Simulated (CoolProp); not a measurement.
Vapour-liquid equilibrium of R125 (1) + R115 (2) at 194 K; x and y are mole fractions of (1).

The numbers come from the multi-fluid Helmholtz-energy mixture model, Lemmon 2005 and Lemmon 2016; pair parameters Bell 2016 in CoolProp.

Give the bubble pressure and the first vapour's composition at x = 0.05, 0.65, 0.8. Is there an azeotrope?

x = 0.05: 0.1235 bar, y = 0.154; x = 0.65: 0.1783 bar, y = 0.678; x = 0.8: 0.1779 bar, y = 0.771. y crosses x between x = 0.65 and 0.8: the model has an azeotrope there.

The pair parameters rest on a limited set of measurements; away from them the model extrapolates.
